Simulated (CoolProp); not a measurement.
Vapour-liquid equilibrium of R143a (1) + isobutane (2) at -43.05 °C; x and y are mole fractions of (1).

Model: multi-fluid Helmholtz-energy mixture model, Lemmon and Jacobsen 2000 and Bücker 2006; pair parameters Bell 2016, in CoolProp.

Problem. Give the bubble pressure and the first vapour's composition at x = 0.2, 0.275, 0.35. Is there an azeotrope?

Solution. x = 0.2: 0.08924 MPa, y = 0.756; x = 0.275: 0.09814 MPa, y = 0.786; x = 0.35: 0.1036 MPa, y = 0.803. No azeotrope shows between x = 0.05 and 0.95.

The pair parameters rest on a limited set of measurements; away from them the model extrapolates. With so large a gap from Raoult's law the liquid may split in two, which this calculation doesn't test in full.
